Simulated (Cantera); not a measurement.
An isothermal, constant-pressure homogeneous reactor starts with N2O = 9.6 (molar parts), at 1350 K and 100000 Pa.

Model: GRI-Mech 3.0 (53 species, 325 reactions), integrated in Cantera. GRI-Mech 3.0 was tuned for natural gas; its chemistry of N2O as a main component is partial and can be far from experiment. The mechanism lacks the step 2 NO + O2 → 2 NO2, which can matter for NO2 below about 1400 K. The temperature is held fixed by assumption; the heat of reaction is taken as removed at once.

One state of this run: x N2O = 2.19e-6; x O = 2.29e-7; x N2 = 0.623; x NO2 = 0.000899; x O2 = 0.289; x NO = 0.0863. x: mole fraction; the columns are a selection and need not sum to one.

Task: Which value of t (s) does it belong to?
(A) 40.0
(B) 0.0837
(C) 0.000175
(D) 3.74e-5

Result: A, 40.0
